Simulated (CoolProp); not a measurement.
Vapour-liquid equilibrium of R125 (1) + R1234yf (2) at 220.2 K; x and y are mole fractions of (1).

Values from CoolProp's multi-fluid Helmholtz-energy mixture model, Lemmon 2005 and Lemmon 2022; pair parameters Bell 2023.

```
x     bubble pressure (MPa)  y at the bubble point  dew pressure at overall composition x (MPa)  liquid density (mol/L)
----  ---------------------  ---------------------  -------------------------------------------  ----------------------
0.05                0.03411                  0.117                                      0.03267                   11.68
0.15                0.03896                  0.305                                      0.03488                   11.77
0.25                0.04375                  0.452                                      0.03741                   11.87
0.35                0.04850                  0.569                                      0.04031                   11.97
0.45                0.05324                  0.666                                      0.04369                   12.08
0.55                0.05796                  0.748                                      0.04766                   12.18
0.65                0.06268                  0.817                                      0.05239                   12.30
0.75                0.06742                  0.878                                      0.05811                   12.42
0.85                0.07216                  0.931                                      0.06514                   12.55
0.95                0.07693                  0.978                                      0.07399                   12.68
```

No azeotrope shows between x = 0.05 and 0.95.

Pair parameters are fitted to limited data, so mixtures are less certain than the pure fluids.
